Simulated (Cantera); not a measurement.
A perfectly stirred reactor is fed with 0.617 % CH₄, 1.37 % O₂, 98.0 % N₂, equivalence ratio 0.90, at 9.87 atm; it is held at 1023 K, and followed from long to short residence time.

Computed with Cantera and GRI-Mech 3.0 (53 species, 325 reactions).

Question: Predict: x(CH₄) at τ = 0.370 s; x(O₂) at τ = 0.370 s; x(C₂H₄) at τ = 0.370 s; x(CH₃) at τ = 0.370 s; x(CH₄) at τ = 14.0 ms; x(O₂) at τ = 14.0 ms; x(CH₃) at τ = 14.0 ms.

Answer: 
- x(CH₄) at τ = 0.370 s: 0.00142
- x(O₂) at τ = 0.370 s: 0.00591
- x(C₂H₄) at τ = 0.370 s: 2.77e-5
- x(CH₃) at τ = 0.370 s: 5.86e-7
- x(CH₄) at τ = 14.0 ms: 0.00617
- x(O₂) at τ = 14.0 ms: 0.0137
- x(CH₃) at τ = 14.0 ms: 2.14e-8
